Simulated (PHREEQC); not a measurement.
Solution (25 °C): 78 mmol/kgw LiCl, 0.75 mmol/kgw Ni(NO3)2 and 46 mmol/kgw KHSO4. Closed to the air; pH follows from the charge balance.

The numbers come from PHREEQC with the ion-association model, wateq4f.dat.

Each row changes one thing in this solution. No solid was allowed to form.

| case | pH | ionic strength (mol/kgw) | K+ (mol/kgw) | SO4-2 (mol/kgw) | HSO4- (mol/kgw) | KSO4- (mol/kgw) | SI of Morenosite (NiSO4:7H2O) |
|---|---|---|---|---|---|---|---|
| as made | 1.67 | 0.170 | 0.0440 | 0.0221 | 0.0193 | 0.00203 | -3.61 |
| LiCl replaced by CdCl2 at the same molality | 1.63 | 0.187 | 0.0444 | 0.0175 | 0.0165 | 0.00157 | -3.70 |
| Ni(NO3)2 replaced by NiCl2 at the same molality | 1.67 | 0.170 | 0.0440 | 0.0221 | 0.0193 | 0.00203 | -3.61 |
| temperature from 25 to 30 °C | 1.68 | 0.168 | 0.0439 | … | 0.0201 | 0.00212 | -3.66 |
| temperature from 25 to 20 °C | 1.66 | 0.172 | 0.0441 | … | 0.0186 | 0.00194 | -3.55 |
| temperature from 25 to 45 °C | 1.73 | 0.164 | 0.0437 | … | 0.0226 | 0.00233 | -3.83 |
| diluted 100-fold with water | 3.37 | 0.00215 | … | 0.000442 | 1.56e-5 | 1.16e-6 | -6.32 |

**Question.** Complete the blanks.

**Answer.** 
- temperature from 25 to 30 °C, SO4-2 (mol/kgw): 0.0213
- temperature from 25 to 20 °C, SO4-2 (mol/kgw): 0.0229
- temperature from 25 to 45 °C, SO4-2 (mol/kgw): 0.0189
- diluted 100-fold with water, K+ (mol/kgw): 0.000459

Constants without temperature data keep their 25 °C values here.
